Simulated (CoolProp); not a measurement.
A single-stage vapour-compression cycle with R142b: evaporating at 269.15 K (dew point), condensing at 303.15 K (bubble point), superheat 10 K, subcooling 2 K, compressor efficiency 0.6, no pressure losses. Each further row changes one setting.

Model: reference Helmholtz-energy equation of state, Lemmon 2006, in CoolProp. It is a short technical equation, of lower accuracy than the large ones.

| case | cooling COP | pressure ratio | discharge temperature (K) | refrigerating effect (kJ/kg) | volumetric capacity (kJ/m³) |
|---|---|---|---|---|---|
| as stated | 4.23 | 3.16 | 335.4 | 188 | 1050 |
| evaporating temperature 274.15 K | 5.14 | 2.62 | 331.4 | ? | 1280 |
| condensing temperature 298.15 K | 5.06 | 2.72 | 327.9 | 194 | 1090 |
| subcooling 7 K | 4.38 | 3.16 | 335.4 | 194 | 1090 |
| superheat 20 K | 4.24 | 3.16 | ? | 196 | 1050 |
| compressor efficiency 0.5 | ? | 3.16 | 344.7 | 188 | 1050 |

Task: Complete the blanks.

Result: 
- evaporating temperature 274.15 K, refrigerating effect (kJ/kg): 191
- superheat 20 K, discharge temperature (K): 346.2
- compressor efficiency 0.5, cooling COP: 3.52
